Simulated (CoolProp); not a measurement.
p-xylene along the isotherm 346.85 °C: fugacity coefficient from the reference equation and from simpler models built on Tc = 343.0 °C, pc = 3532 kPa, ω = 0.324; each cubic takes its own stable root.

Computed with CoolProp (reference Helmholtz-energy equation of state, Zhou 2012).

```tsv
p (kPa)	phase	reference
55.8	gas	0.9941
115	gas	0.9879
235	gas	0.9754
484	gas	0.9498
993	gas	0.8984
2040	gas	0.7960
4190	supercritical	0.5723
8600	supercritical	0.3367
17700	supercritical	0.2294
```

**Question.** How far does each simpler model (van der Waals, Redlich-Kwong, Peng-Robinson) lie from the reference over these 9 states: mean and median of the absolute difference, and the worst?

**Answer.** 
- van der Waals: mean 8.6 %, median 2.2 %, worst +39.7 % at 346.85 °C and 17700 kPa
- Redlich-Kwong: mean 3.6 %, median 1.0 %, worst +15.0 % at 346.85 °C and 17700 kPa
- Peng-Robinson: mean 1.0 %, median 0.0 %, worst +4.6 % at 346.85 °C and 17700 kPa
